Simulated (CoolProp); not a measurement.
Properties of carbonyl sulfide along the isotherm 346.85 °C (Tc = 105.6 °C, pc = 63.69 bar, ω = 0.098).

Model: reference Helmholtz-energy equation of state, Lemmon 2006, in CoolProp. It is a short technical equation, of lower accuracy than the large ones.

```json
[
 {"p (bar)": "39.8", "phase": "gas", "speed of sound (m/s)": "(withheld)", "fugacity coefficient": "(withheld)"},
 {"p (bar)": "79.6", "phase": "supercritical", "speed of sound (m/s)": "311.5", "fugacity coefficient": "0.9277"},
 {"p (bar)": "119", "phase": "supercritical", "speed of sound (m/s)": "(withheld)", "fugacity coefficient": "0.8968"},
 {"p (bar)": "159", "phase": "supercritical", "speed of sound (m/s)": "(withheld)", "fugacity coefficient": "0.8688"},
 {"p (bar)": "199", "phase": "supercritical", "speed of sound (m/s)": "(withheld)", "fugacity coefficient": "(withheld)"},
 {"p (bar)": "239", "phase": "supercritical", "speed of sound (m/s)": "337.8", "fugacity coefficient": "0.8241"},
 {"p (bar)": "279", "phase": "supercritical", "speed of sound (m/s)": "(withheld)", "fugacity coefficient": "0.8074"},
 {"p (bar)": "318", "phase": "supercritical", "speed of sound (m/s)": "(withheld)", "fugacity coefficient": "0.7946"}
]
```

Some entries are withheld; supply them.


- 39.8, speed of sound (m/s): 314.3
- 39.8, fugacity coefficient: 0.9623
- 119, speed of sound (m/s): 311.9
- 159, speed of sound (m/s): 316.2
- 199, speed of sound (m/s): 324.9
- 199, fugacity coefficient: 0.8446
- 279, speed of sound (m/s): 354.5
- 318, speed of sound (m/s): 373.5
